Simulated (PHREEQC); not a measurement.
Dissolve 0.019 mol K2CO3 and 0.00018 mol Al(NO3)3 per kg of water at 20 °C. Closed to the air; pH follows from the charge balance.

The numbers come from PHREEQC with the ion-association model, wateq4f.dat.

```yaml
pH: 11.11
ionic_strength: 0.0552 mol/kgw
total_alkalinity: 38.0 meq/kg
```

| species | molality | activity | log γ |
|---|---|---|---|
| K+ | 0.0380 | 0.0307 | -0.093 |
| CO3-2 | 0.0172 | 0.00794 | -0.336 |
| HCO3- | 0.00179 | 0.00148 | -0.084 |
| OH- | 0.00107 | 0.000865 | -0.094 |
| NO3- | 0.000540 | 0.000432 | -0.097 |
| Al(OH)4- | 0.000180 | 0.000147 | -0.088 |
| CO2 | 2.76e-8 | 2.79e-8 | 0.006 |

This is a speciation only: nothing precipitates in the calculation. Complexes and solids missing from the database can't appear.
